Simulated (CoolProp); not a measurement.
Values from CoolProp's reference Helmholtz-energy equation of state, Bücker 2006.

### Question
For ethane, give the phase and the density (kg/m³), speed of sound (m/s), viscosity (µPa s) at 196.2 K and 20 MPa; 251.9 K and 20 MPa.

### Answer
- 196.2 K and 20 MPa: liquid; density 548, speed of sound 1390, viscosity 171
- 251.9 K and 20 MPa: liquid; density 485, speed of sound 1050, viscosity 101

Viscosity comes from a separate model (Friend 1991).
